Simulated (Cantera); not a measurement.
Charge: 1 mol CH3Cl, 0.092 mol CH4, 13 mol H2, held at 2723 K and 1330 Pa.

Method: chemical equilibrium by Gibbs-energy minimisation in Cantera with the NASA 1993 tables (ideal gas, pure condensed phases). Candidate condensed phases: C, C6H6, C7H8, C8H18; 91 gas species. Rates play no part.

Base state: H2 0.538, H 0.393, HCl 0.0346, Cl 0.0176, C2H2 (acetylene) 0.0138, C2H 0.00111, C3 0.000893, C 0.000208 (mole fractions); condensed: C(graphite).

**Question.** What changes in the equilibrium state with this change: CH3Cl replaced by CCl4?

**Answer.** 
```csv
species,before,after
H2,0.538,0.429
H,0.393,0.351
HCl,0.0346,0.132
Cl,0.0176,0.0750
C2H2 (acetylene),0.0138,0.0110
C2HCl,1.41e-5,5.39e-5
C2H2 (vinylidene),2.14e-5,1.71e-5
C4H2,0.000147,0.000117
"C(graphite), mol",0.449,0.557
```
